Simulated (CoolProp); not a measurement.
The numbers come from the reference Helmholtz-energy equation of state, Gao 2020 in CoolProp.

**Question.** For ammonia, give the phase and the speed of sound (m/s), Joule-Thomson coefficient (K/MPa), viscosity (µPa s), conductivity (mW/(m K)) at 5.95 °C and 101 kPa; 19.25 °C and 101 kPa; 125.75 °C and 101 kPa.

**Answer.** 
- 5.95 °C and 101 kPa: gas; speed of sound 419, Joule-Thomson coefficient 36.6, viscosity 9.40, conductivity 23.4
- 19.25 °C and 101 kPa: gas; speed of sound 429, Joule-Thomson coefficient 30.5, viscosity 9.88, conductivity 24.4
- 125.75 °C and 101 kPa: gas; speed of sound 497, Joule-Thomson coefficient 10.8, viscosity 13.9, conductivity 37.1

Viscosity comes from a separate model (Fenghour 1995). Thermal conductivity comes from a separate model (Tufeu 1984).
